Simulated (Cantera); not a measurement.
An adiabatic, constant-volume homogeneous reactor starts with H2 : O2 : N2 = 1 : 0.794 : 2.54 (molar parts), at 1250 K and 18000 Torr. Integrator tolerance rtol = 1e-08.

Cantera simulation using GRI-Mech 3.0 (53 species, 325 reactions); the numbers are that mechanism's predictions, not measurements. The hydrogen kinetics of GRI-Mech 3.0 are dated; newer H2 mechanisms differ, most at raised pressure. The pressure lies above the range GRI-Mech 3.0 was tuned for (to about 10 atm).

Question: What does this change do: pressure from 18000 Torr to 3750 Torr?

Answer: 
```csv
quantity,before,after
time of steepest temperature rise,49.1 µs,8.60 µs
temperature at 7.00 s,2981 K,2900 K
equilibrium temperature,2981 K,2900 K
x(H2) at 7.00 s,0.00577 (gas-phase equilibrium 0.00577),0.00929 (gas-phase equilibrium 0.00929)
x(O2) at 7.00 s,0.0604 (gas-phase equilibrium 0.0604),0.0609 (gas-phase equilibrium 0.0609)
x(H2O) at 7.00 s,0.240 (gas-phase equilibrium 0.240),0.232 (gas-phase equilibrium 0.232)
x(H) at 7.00 s,0.00159 (gas-phase equilibrium 0.00159),0.00346 (gas-phase equilibrium 0.00346)
x(NO) at 7.00 s,0.0227 (gas-phase equilibrium 0.0227),0.0205 (gas-phase equilibrium 0.0205)
x(N2O) at 7.00 s,8.29e-6 (gas-phase equilibrium 8.29e-6),3.37e-6 (gas-phase equilibrium 3.37e-6)
x(H2O2) at 7.00 s,7.11e-6 (gas-phase equilibrium 7.11e-6),2.75e-6 (gas-phase equilibrium 2.75e-6)
```

Question: What does this change do: constant pressure in place of constant volume?

Answer: 
```
quantity                                                            before                                      after
---------------------------------  ---------------------------------------  -----------------------------------------
time of steepest temperature rise                                  49.1 µs                                    51.4 µs
temperature at 7.00 s                                               2981 K                                     2735 K
equilibrium temperature                                             2981 K                                     2735 K
x(H2) at 7.00 s                    0.00577 (gas-phase equilibrium 0.00577)    0.00337 (gas-phase equilibrium 0.00337)
x(O2) at 7.00 s                      0.0604 (gas-phase equilibrium 0.0604)      0.0646 (gas-phase equilibrium 0.0646)
x(H2O) at 7.00 s                       0.240 (gas-phase equilibrium 0.240)        0.248 (gas-phase equilibrium 0.248)
x(H) at 7.00 s                     0.00159 (gas-phase equilibrium 0.00159)  0.000771 (gas-phase equilibrium 0.000771)
x(NO) at 7.00 s                      0.0227 (gas-phase equilibrium 0.0227)      0.0169 (gas-phase equilibrium 0.0169)
x(N2O) at 7.00 s                   8.29e-6 (gas-phase equilibrium 8.29e-6)    4.21e-6 (gas-phase equilibrium 4.21e-6)
x(H2O2) at 7.00 s                  7.11e-6 (gas-phase equilibrium 7.11e-6)    3.45e-6 (gas-phase equilibrium 3.45e-6)
```
